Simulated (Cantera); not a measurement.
A Cantera script and its output.

```python
import numpy as np
import cantera as ct

gas = ct.Solution("gri30.yaml")
gas.TPX = 1425, 67000, {'CO': 1.6, 'H2': 1.3, 'CH4': 0.38, 'O2': 1.59, 'N2': 5.98}
reactor = ct.IdealGasReactor(gas, energy="on", clone=False)
net = ct.ReactorNet([reactor])
net.rtol, net.atol = 1e-08, 1e-16
show = ['CO', 'H2', 'CH4', 'C2H2', 'HO2', 'C2H6']
times = np.geomspace(6e-06, 0.1, 10)

steps = ct.SolutionArray(gas, extra=["t"])
rows = []
print(f"{'t/s':>10s}{'T/K':>9s}{'P/Pa':>11s}" + "".join(f"{s:>11s}" for s in show))
for t in times:
    while net.time < t:
        t_next = net.step()
        steps.append(gas.state, t=t_next)
    rows.append([np.interp(t, steps.t, y) for y in (steps.T, steps.P, *steps(*show).X.T)])
    print(f"{t:10.3e}{rows[-1][0]:9.1f}{rows[-1][1]:11.4g}" + "".join(f"{x:11.3e}" for x in rows[-1][2:]))
rate = np.gradient(steps.T, steps.t)
print("integrator steps:", len(steps.t))
if steps.T.max() > steps.T[0] + 200:
    print(f"time of steepest temperature rise: {steps.t[rate.argmax()]:.4e} s")
gas.TPX = 1425, 67000, {'CO': 1.6, 'H2': 1.3, 'CH4': 0.38, 'O2': 1.59, 'N2': 5.98}
gas.equilibrate("UV")
print(f"equilibrium (UV): T = {gas.T:.1f} K  " + "  ".join(f"{s} {gas[s].X[0]:.3e}" for s in show))
```

Output:

```
       t/s      T/K       P/Pa         CO         H2        CH4       C2H2        HO2       C2H6
 6.000e-06   1425.0    6.7e+04  1.475e-01  1.198e-01  3.502e-02  1.071e-17  1.996e-07  3.938e-12
 1.767e-05   1425.0    6.7e+04  1.475e-01  1.198e-01  3.501e-02  2.927e-15  7.193e-07  2.676e-09
 5.204e-05   1461.8  6.873e+04  1.479e-01  1.162e-01  3.076e-02  3.134e-07  8.214e-05  2.230e-04
 1.533e-04   2731.7  1.257e+05  1.241e-01  3.775e-02  1.197e-14  4.359e-17  4.703e-06  5.003e-28
 4.514e-04   2908.1  1.321e+05  1.222e-01  3.545e-02  4.635e-14  2.786e-16  5.489e-06  3.171e-27
 1.329e-03   2900.9  1.318e+05  1.227e-01  3.600e-02  4.980e-14  2.928e-16  5.076e-06  3.578e-27
 3.915e-03   2899.8  1.317e+05  1.228e-01  3.608e-02  5.027e-14  2.946e-16  5.020e-06  3.636e-27
 1.153e-02   2899.8  1.317e+05  1.228e-01  3.608e-02  5.027e-14  2.946e-16  5.020e-06  3.636e-27
 3.396e-02   2899.8  1.317e+05  1.228e-01  3.608e-02  5.027e-14  2.946e-16  5.020e-06  3.636e-27
 1.000e-01   2899.8  1.317e+05  1.228e-01  3.608e-02  5.027e-14  2.946e-16  5.020e-06  3.636e-27
integrator steps: 1462
time of steepest temperature rise: 6.6799e-05 s
equilibrium (UV): T = 2899.8 K  CO 1.228e-01  H2 3.608e-02  CH4 6.427e-14  C2H2 3.102e-16  HO2 5.020e-06  C2H6 5.771e-27
```

Model: GRI-Mech 3.0 (53 species, 325 reactions), integrated in Cantera.
